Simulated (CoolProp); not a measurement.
Vapour pressure (bar) of c-C4F8 (RC318): the reference equation beside estimates from Tc = 115.2 °C, pc = 27.78 bar, ω = 0.355. Clausius-Clapeyron is anchored at 53.15 °C with a constant enthalpy of vaporisation of 18.01 kJ/mol.

The numbers come from the reference Helmholtz-energy equation of state, Platzer 1990 in CoolProp. This equation is an older, rougher fit; its heat capacities, sound speeds and derivatives of the liquid may be far off and weren't checked against measurements.

| T (°C) | reference | Lee-Kesler | Clausius-Clapeyron | van der Waals | Redlich-Kwong | Peng-Robinson |
|---|---|---|---|---|---|---|
| 24.55 | 3.080 | 3.085 | 3.722 | 8.712 | ? | 3.058 |
| 31.65 | 3.845 | 3.850 | 4.409 | 9.739 | 5.951 | ? |
| 38.85 | 4.758 | 4.762 | 5.195 | ? | 7.037 | 4.726 |
| 45.95 | 5.809 | 5.811 | 6.063 | 12.03 | 8.234 | 5.776 |
| 53.15 | 7.043 | 7.042 | 7.043 | 13.31 | 9.582 | 7.013 |
| 60.25 | 8.443 | 8.438 | 8.113 | 14.64 | 11.05 | 8.419 |
| 67.35 | 10.04 | 10.03 | 9.290 | 16.05 | 12.67 | 10.03 |
| 74.55 | 11.88 | 11.87 | 10.60 | 17.57 | 14.46 | 11.89 |
| 81.65 | 13.93 | 13.92 | 12.01 | 19.15 | 16.38 | 13.97 |
| 88.85 | 16.28 | 16.27 | 13.56 | 20.84 | 18.50 | 16.35 |

Task: Some entries are withheld; supply them.

Result: 
- 24.55, Redlich-Kwong: 5.000
- 31.65, Peng-Robinson: 3.817
- 38.85, van der Waals: 10.86

Absolute difference from the reference over all 10 rows, mean and median: Lee-Kesler 0.1 and 0.1 %, Clausius-Clapeyron 10.2 and 10.0 %, van der Waals 90.7 and 81.2 %, Redlich-Kwong 35.3 and 33.5 %, Peng-Robinson 0.4 and 0.4 %.
